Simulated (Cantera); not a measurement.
Input (Python, Cantera):

```python
import numpy as np
import cantera as ct

gas = ct.Solution("gri30.yaml")
gas.TPX = 498, 120000, {'CH4': 1, 'H2': 0.039, 'O2': 1.84, 'N2': 6.9, 'CO2': 0.25}
flame = ct.FreeFlame(gas, width=0.035)
flame.set_refine_criteria(ratio=3, slope=0.08, curve=0.16)
flame.transport_model = "mixture-averaged"
flame.solve(loglevel=0, auto=True)
z, T = flame.grid, flame.T
thick = (T[-1] - T[0]) / np.gradient(T, z).max()
show = ['CH4', 'H2', 'O2', 'H', 'HCO', 'N2O']
print(f"laminar burning velocity  {flame.velocity[0] * 100:.3f} cm/s")
print(f"burnt temperature         {T[-1]:.1f} K")
print(f"thermal thickness         {thick * 1e3:.4f} mm")
print(f"grid points               {len(z)}")
z0 = z[flame.heat_release_rate.argmax()]
print(f"{'z/mm':>9s}{'T/K':>9s}{'u/(m/s)':>9s}" + "".join(f"{s:>11s}" for s in show))
rows = []
for k in (-3, -2, -1.5, -1, -0.5, -0.25, 0, 0.25, 0.5, 1, 2, 4, 8):
    zz = z0 + k * thick
    rows.append([k * thick, np.interp(zz, z, T), np.interp(zz, z, flame.velocity),
                 *(np.interp(zz, z, flame.X[gas.species_index(s)]) for s in show)])
    print(f"{rows[-1][0] * 1e3:9.3f}{rows[-1][1]:9.1f}{rows[-1][2]:9.3f}" + "".join(f"{x:11.3e}" for x in rows[-1][3:]))
```

Output:

```
laminar burning velocity  75.351 cm/s
burnt temperature         2282.9 K
thermal thickness         0.3397 mm
grid points               152
     z/mm      T/K  u/(m/s)        CH4         H2         O2          H        HCO        N2O
   -1.019    498.2    0.754  9.960e-02  4.802e-03  1.833e-01  1.020e-13  6.944e-18  3.429e-13
   -0.679    500.3    0.759  9.924e-02  6.616e-03  1.828e-01  1.212e-11  6.597e-15  6.707e-12
   -0.509    508.8    0.774  9.838e-02  8.879e-03  1.819e-01  3.292e-10  5.318e-13  4.621e-11
   -0.340    575.4    0.880  9.344e-02  1.352e-02  1.767e-01  1.111e-07  3.324e-10  6.429e-10
   -0.170    990.2    1.538  6.556e-02  2.112e-02  1.415e-01  7.157e-05  5.396e-07  9.392e-09
   -0.085   1408.3    2.211  3.555e-02  2.491e-02  9.892e-02  6.046e-04  1.253e-05  2.512e-08
    0.000   1789.6    2.832  8.195e-03  2.501e-02  5.096e-02  3.090e-03  4.795e-05  5.032e-08
    0.085   1944.0    3.075  5.573e-04  2.012e-02  2.422e-02  6.306e-03  1.604e-05  7.518e-08
    0.170   1986.8    3.132  1.945e-05  1.744e-02  1.555e-02  7.524e-03  9.751e-07  8.785e-08
    0.340   2033.3    3.189  3.582e-08  1.667e-02  1.139e-02  7.174e-03  8.661e-08  8.883e-08
    0.679   2090.5    3.266  3.477e-12  1.575e-02  8.975e-03  5.614e-03  5.768e-08  8.556e-08
    1.359   2154.0    3.353  1.419e-15  1.413e-02  6.553e-03  3.811e-03  3.474e-08  8.187e-08
    2.717   2209.9    3.427  1.049e-15  1.250e-02  4.283e-03  2.420e-03  1.955e-08  7.556e-08
```

Detailed kinetics in Cantera: GRI-Mech 3.0 (53 species, 325 reactions). Burning velocities carry a grid error of a few per cent, more on coarse grids.
